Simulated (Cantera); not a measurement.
Cantera run:

```python
import numpy as np
import cantera as ct

gas_names = """
    AL ALN ALO ALO2 AL2 AL2O AL2O2 N NO NO2 NO3 N2 N2O O O2 O3
""".split()
cond_names = """
    AL(cr) AL(L) ALN(s) AL2O3(a) AL2O3(L)
""".split()


def load(file, names, dense=False):
    # The tables refer to 1 bar. Condensed volumes are neglected.
    table = {s.name: s for s in ct.Species.list_from_file(file)}
    out = []
    for n in names:
        d = dict(table[n].input_data)
        d["thermo"] = dict(d["thermo"], **{"reference-pressure": 1e5})
        if dense:
            d["equation-of-state"] = {"model": "constant-volume", "density": "1e6 g/cm^3"}
        out.append(ct.Species.from_dict(d))
    return out


gas = ct.Solution(thermo="ideal-gas", species=load("nasa_gas.yaml", gas_names))
cond = {s.name: ct.Solution(thermo="fixed-stoichiometry", species=[s], name=s.name)
        for s in load("nasa_condensed.yaml", cond_names, dense=True)}
atoms = {
    'Al2O3': {'AL': 2, 'O': 3},
    'N2': {'N': 2},
}
top_T = {'ALN(s)': 2750}  # K; cautious upper limits of use, not melting points


def equilibrate(T, P, feed):
    n = {}
    for name, mol in feed.items():
        for a, k in atoms[name].items():
            n[a] = n.get(a, 0.0) + k * mol
    gas.TPX = T, P, n
    mass = sum(n.values()) * gas.mean_molecular_weight
    gas.equilibrate("TP")
    valid = [c for c in cond.values() if c.min_temp <= T <= top_T.get(c.name, c.max_temp)]
    mix = ct.Mixture([(gas, mass / gas.mean_molecular_weight)] + [(c, 0.0) for c in valid])
    mix.T, mix.P = T, P
    mix.equilibrate("TP", solver="vcs", rtol=1e-11, max_steps=5000)
    return mix


results = []
feed = {'Al2O3': 1, 'N2': 0.64}  # mol
T = 2975  # K
P = 100000  # Pa
mix = equilibrate(T, P, feed)
results.append((T, P, feed, dict(zip(mix.species_names, mix.species_moles))))
print(gas.report(threshold=0.001))
for i in range(1, mix.n_phases):
    print(f"{mix.phase(i).name:16s} {mix.phase_moles(i):12.5e} mol")
```

It prints:

```
       temperature   2975 K
          pressure   1e+05 Pa
           density   0.11329 kg/m^3
  mean mol. weight   28.023 kg/kmol
   phase of matter   gas

                          1 kg             1 kmol
                     ---------------   ---------------
          enthalpy        3.2939e+06        9.2306e+07  J
   internal energy        2.4112e+06         6.757e+07  J
           entropy            9520.2        2.6679e+05  J/K
    Gibbs function       -2.5029e+07       -7.0138e+08  J
 heat capacity c_p            1321.9             37044  J/K
 heat capacity c_v            1025.2             28730  J/K

                      mass frac. Y      mole frac. X     chem. pot. / RT
                     ---------------   ---------------   ---------------
                N2           0.99647           0.99679           -28.353
     [  +15 minor]         0.0035325         0.0032081

AL(L)             0.00000e+00 mol
AL2O3(L)          9.99455e-01 mol
```

These are equilibrium values from Cantera (NASA tables, ideal gas, pure condensed phases), not measurements of a reactor.
